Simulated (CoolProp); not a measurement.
Vapour-liquid equilibrium of n-octane (1) + ethylbenzene (2) at 126.75 °C; x and y are mole fractions of (1).

Model: multi-fluid Helmholtz-energy mixture model, Beckmüller 2019 and Zhou 2012; pair parameters Bell 2016, in CoolProp.

### Question
Give the bubble pressure and the first vapour's composition at x = 0.2, 0.35, 0.5. Is there an azeotrope?

### Answer
x = 0.2: 87.30 kPa, y = 0.274; x = 0.35: 92.52 kPa, y = 0.431; x = 0.5: 96.66 kPa, y = 0.568. No azeotrope shows between x = 0.05 and 0.95.

The pair parameters rest on a limited set of measurements; away from them the model extrapolates.
